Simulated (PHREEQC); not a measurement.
# Brine

Solution (20 °C and 50 atm): 1 mol/kgw CaCl2 and 0.16 mol/kgw LiCl. Closed to the air; pH follows from the charge balance.

The numbers come from PHREEQC with the Pitzer model, pitzer.dat.

No solid was allowed to form.

Task: What activity of water, density, osmotic coefficient does the model give?

Result: activity of water 0.937; density 1.089 g/cm³; osmotic coefficient 1.085.

Species that the database lacks are ignored. Under pressure, the constants of complexes without a molar volume in the database are unreliable.
